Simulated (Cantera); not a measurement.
Charge: 1 mol SiC, 0.0015 mol H2O, 760 mol H2, at 1323 K and 12.0 mbar.

These are equilibrium values from Cantera (NASA tables, ideal gas, pure condensed phases), not measurements of a reactor. Candidate condensed phases: C, C6H6, C7H8, C8H18, H2O, Si, SiC, SiO2; 123 gas species. Kinetics and transport are ignored.

Base state: H2 1.000, H 1.45e-5 (mole fractions); condensed: SiC(s).

Question: What changes in the equilibrium state with this change: SiC replaced by Si3N4?

Answer: 
| species | before | after |
|---|---|---|
| H2 | 1.000 | 1.000 |
| N2 | 0 | 7.52e-5 |
| H | 1.45e-5 | 1.45e-5 |
| SiC(s), mol | 0.999 | 0 |
| Si(s), mol | 0 | 0.0847 |
| Si2N2O(s), mol | 0 | 0.00109 |
| Si3N4(s), mol | 0 | 0.971 |
Mutual solubility and eutectic melting of coexisting phases are not modelled. Further candidate phases: Si2N2O, Si3N4.

Question: What changes in the equilibrium state with this change: SiC replaced by Si?

Answer: 
| species | before | after |
|---|---|---|
| H2 | 1.000 | 1.000 |
| H | 1.45e-5 | 1.45e-5 |
| SiC(s), mol | 0.999 | 0 |
| Si(s), mol | 0 | 0.998 |

Question: What changes in the equilibrium state with this change: temperature from 1323 K to 1073.15 K?

Answer: 
```json
[
 {"species": "H2", "before": "1.000", "after": "1.000"},
 {"species": "H", "before": "1.45e-5", "after": "1.28e-7"},
 {"species": "SiC(s), mol", "before": "0.999", "after": "0.999"},
 {"species": "SiO2(β-quartz), mol", "before": "0", "after": "0.000579"}
]
```
Mutual solubility and eutectic melting of coexisting phases are not modelled.
